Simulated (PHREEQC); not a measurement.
## Nickel, zinc or cadmium bath: an equilibrium model

Make-up at 25 °C: 12 mmol/kgw CdCl2 and 1.6 mmol/kgw FeSO4. Closed to the air; pH follows from the charge balance.

Model: ion-association model, wateq4f.dat, run in PHREEQC.

This is a speciation only: nothing precipitates in the calculation.

Task: What pH, ionic strength does the model give?

Result: pH 5.84; ionic strength 0.0285 mol/kgw.

Task: In which forms is Fe present?

Result: Fe+2 94 %, FeSO4 5.0 %, FeCl+ 1.3 % of the Fe.
